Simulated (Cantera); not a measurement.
Charge: 1 mol HF, 0.024 mol O2, 1.6 mol N2, held at 3073 K and 100 bar.

Cantera equilibrium calculation (NASA polynomials, part measured and part estimated; ideal gas, pure solids and liquids). Candidate condensed phases: H2O; 40 gas species. The ideal-gas law is rough above about 30 bar. Equilibrium is a limit: real reactors are often held back by kinetics, nucleation or transport.

Base state: N2 0.605, HF 0.376, NO 0.00645, F 0.00448, O2 0.00420, H2O 0.00154, O 0.000937, OH 0.000911 (mole fractions); condensed: gas only.

Problem. What changes in the equilibrium state with this change: pressure from 100 bar to 0.133 bar?

Solution. 
```tsv
species	before	after
N2	0.605	0.589
HF	0.376	0.339
F	0.00448	0.0295
H	0.000228	0.0235
O	0.000937	0.0114
H2F2	7.25e-5	7.89e-8
N	1.72e-6	4.63e-5
H2	0.000135	0.00190
O2	0.00420	0.000825
```
